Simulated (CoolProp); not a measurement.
Computed with CoolProp (reference Helmholtz-energy equation of state, Schmidt 1985).

Problem. Give the vapour pressure (MPa), liquid density (kg/m³), enthalpy of vaporisation (kJ/kg), liquid viscosity (µPa s) of saturated oxygen at -166.95, -160.25, -146.95 °C.

Solution. 
```csv
T (°C),p (MPa),liquid density (kg/m³),enthalpy of vaporisation (kJ/kg),liquid viscosity (µPa s)
-166.95,0.414,1060,195,132
-160.25,0.660,1020,185,114
-146.95,1.44,931,162,84.7
```

Viscosity comes from a separate model (Lemmon 2004).
